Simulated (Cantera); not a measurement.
A perfectly stirred reactor is fed with H2 : O2 : N2 = 1 : 1.06 : 4 (molar parts), equivalence ratio 0.47, at 0.770 bar; it is adiabatic with a 425 K inlet, and is followed from long to short residence time, starting on the burning branch (τ in s: 0.022, 0.0088, 0.0035, 0.0014, 0.00057, 0.00023, 9.3e-05, 3.8e-05, 1.5e-05).

Detailed kinetics in Cantera: the H2/O2 subset of GRI-Mech 3.0, which has no nitrogen chemistry.

**Question.** What does this change do: pressure from 0.770 bar to 1.60 bar?

**Answer.** 
```
quantity                                                                      before                               after
------------------------------------------------  ----------------------------------  ----------------------------------
blow-out, bracketed by the residence times tried  burning at 93.0 µs, out at 38.0 µs  burning at 38.0 µs, out at 15.0 µs
x(H2) at τ = 22.0 ms                                                        0.000544                            0.000259
x(O2) at τ = 22.0 ms                                                           0.100                               0.100
x(OH) at τ = 22.0 ms                                                         0.00230                             0.00141
x(H2O) at τ = 22.0 ms                                                          0.178                               0.179
x(O) at τ = 22.0 ms                                                         0.000517                            0.000191
x(H2) at τ = 0.570 ms                                                        0.00534                             0.00280
x(O2) at τ = 0.570 ms                                                         0.0996                              0.0999
x(OH) at τ = 0.570 ms                                                        0.00569                             0.00416
x(H2O) at τ = 0.570 ms                                                         0.168                               0.174
x(O) at τ = 0.570 ms                                                         0.00464                             0.00204
```

**Question.** What does this change do: O2 1.06 to 1.6 parts?

**Answer.** 
| quantity | before | after |
|---|---|---|
| blow-out, bracketed by the residence times tried | burning at 93.0 µs, out at 38.0 µs | burning at 93.0 µs, out at 38.0 µs |
| x(H2) at τ = 22.0 ms | 0.000544 | 0.000335 |
| x(O2) at τ = 22.0 ms | 0.100 | 0.180 |
| x(OH) at τ = 22.0 ms | 0.00230 | 0.00171 |
| x(H2O) at τ = 22.0 ms | 0.178 | 0.163 |
| x(O) at τ = 22.0 ms | 0.000517 | 0.000439 |
| x(H2) at τ = 0.570 ms | 0.00534 | 0.00364 |
| x(O2) at τ = 0.570 ms | 0.0996 | 0.178 |
| x(OH) at τ = 0.570 ms | 0.00569 | 0.00459 |
| x(H2O) at τ = 0.570 ms | 0.168 | 0.156 |
| x(O) at τ = 0.570 ms | 0.00464 | 0.00414 |
